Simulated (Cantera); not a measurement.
**Ignition delay**

Mixture: H₂ : O₂ : N₂ = 1 : 0.25 : 0.65 (molar parts), equivalence ratio 2.0, at 10.0 bar, adiabatic and at constant volume. Ignition delay is the time to a rise of 400 K.

Detailed kinetics in Cantera: the H2/O2 subset of GRI-Mech 3.0, which has no nitrogen chemistry. The hydrogen kinetics of GRI-Mech 3.0 are dated; newer H2 mechanisms differ, most at raised pressure.

| T0 (K) | delay (ms) |
|---|---|
| 1073 | 1.07 |
| 1123 | 0.360 |
| 1173 | 0.112 |
| 1223 | 0.0284 |
| 1273 | 0.00771 |
| 1323 | 0.00387 |
| 1373 | 0.00255 |
| 1423 | 0.00187 |
| 1473 | 0.00146 |

The apparent activation energy between 1373 and 1473 K comes out as 93 kJ/mol.
